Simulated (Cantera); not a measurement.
A closed system holds: 1 mol CF4, 0.036 mol HCl, 0.095 mol H2, held at 0.683 Torr.

Method: chemical equilibrium by Gibbs-energy minimisation in Cantera with the NASA 1993 tables (ideal gas, pure condensed phases). Candidate condensed phases: C, C6H6, C7H8, C8H18; 118 gas species. Gases not in the tables: C2F6 and larger saturated fluorocarbons. Equilibrium is a limit: real reactors are often held back by kinetics, nucleation or transport. All values below are at 2275 K.

Base state: F 0.651, CF2 0.246, HF 0.0714, Cl 0.0114, CF 0.00988, CF4 0.00821, CF3 0.00233, C3 1.15e-5 (mole fractions); condensed: C(graphite).

### Question
What changes in the equilibrium state with this change: pressure from 0.683 Torr to 2.03 Torr?

### Answer
```tsv
species	before	after
F	0.651	0.534
CF2	0.246	0.298
HF	0.0714	0.0834
CF4	0.00821	0.0591
Cl	0.0114	0.0133
C3	1.15e-5	8.63e-7
CF3	0.00233	0.00687
C(graphite), mol	0.157	0
```
